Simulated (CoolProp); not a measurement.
Vapour-liquid equilibrium of acetone (1) + n-decane (2) at 51.3 kPa; x and y are mole fractions of (1).

Model: multi-fluid Helmholtz-energy mixture model, Lemmon 2006 and Lemmon 2006; pair parameters Bell 2016, in CoolProp.

| x | bubble temperature (°C) | y at the bubble point | dew temperature at overall composition x (°C) | liquid density (mol/L) |
|---|---|---|---|---|
| 0.05 | 108.1 | 0.750 | 147.4 | 4.802 |
| 0.15 | 69.1 | 0.957 | 143.7 | 5.403 |
| 0.25 | 54.2 | 0.982 | 139.6 | 5.926 |
| 0.35 | 47.7 | 0.988 | 135.1 | 6.467 |
| 0.45 | 44.8 | 0.991 | 130.0 | 7.064 |
| 0.55 | 43.5 | 0.992 | 124.1 | 7.750 |
| 0.65 | 42.7 | 0.992 | 117.0 | 8.559 |
| 0.75 | 41.8 | 0.993 | 108.1 | 9.542 |
| 0.85 | 40.5 | 0.995 | 95.5 | 10.76 |
| 0.95 | 38.7 | 0.998 | 72.1 | 12.32 |

No azeotrope shows between x = 0.05 and 0.95.

The pair parameters rest on a limited set of measurements; away from them the model extrapolates. With so large a gap from Raoult's law the liquid may split in two, which this calculation doesn't test in full.
